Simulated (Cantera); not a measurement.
A closed system holds: 1 mol SiH₄, 0.16 mol H₂O, 88 mol H₂, held at 13.3 mbar.

Method: chemical equilibrium by Gibbs-energy minimisation in Cantera with the NASA 1993 tables (ideal gas, pure condensed phases). Candidate condensed phases: H₂O, Si, SiO₂; 18 gas species. Mutual solubility and eutectic melting of coexisting phases are not modelled. The tables hold silica as quartz up to 1696 K and as liquid above; real silica turns to tridymite and cristobalite and melts near 1996 K. Gases not in the tables: Si₂H₆ and higher silanes. Rates play no part.

Question: Which condensed phases are stable at each of these points (T (°C)): 402, 552, 702, 852, 1002, 1152, 1302, 1452, 1602, 1752?

Answer: 
```
T (°C)        condensed phases  Si condensed (%)
------  ----------------------  ----------------
402     Si(s) + SiO₂(α-quartz)             100.0
552     Si(s) + SiO₂(α-quartz)             100.0
702     Si(s) + SiO₂(β-quartz)             100.0
852     Si(s) + SiO₂(β-quartz)             100.0
1002    Si(s) + SiO₂(β-quartz)              97.2
1152                     Si(s)              84.0
1302                     Si(s)              83.9
1452                     Si(l)              83.0
1602                     Si(l)              76.6
1752                     Si(l)              38.9
```

From 402 °C to 552 °C the condensed part is Si(s) + SiO₂(α-quartz). From 702 °C to 1002 °C the condensed part is Si(s) + SiO₂(β-quartz). From 1152 °C to 1302 °C the condensed part is Si(s). From 1452 °C to 1752 °C the condensed part is Si(l).
